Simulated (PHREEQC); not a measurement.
1.1 g of hydrous ferric oxide (600 m²/g; 0.2 weak and 0.005 strong sites per Fe, Dzombak-Morel constants, diffuse double layer) in 1 kg of water with 0.01 mol/kgw of an inert sodium salt and 5.2e-06 mol BaCl2, at 25 °C; the pH is set by adding NaOH or the inert anion's acid. O2 is buffered at 0.21 atm. CO2 from the air is kept out. No solid was allowed to form.

The series has 13 steps of pH, from 3 to 11.

The numbers come from PHREEQC with the ion-association model, wateq4f.dat.

Near which pH is half of the Ba sorbed, and on which side is more sorbed?

Near pH 7.6, with more sorbed at higher pH.

Species that the database lacks are ignored. The oxide is taken as insoluble; below pH 4 it would dissolve.
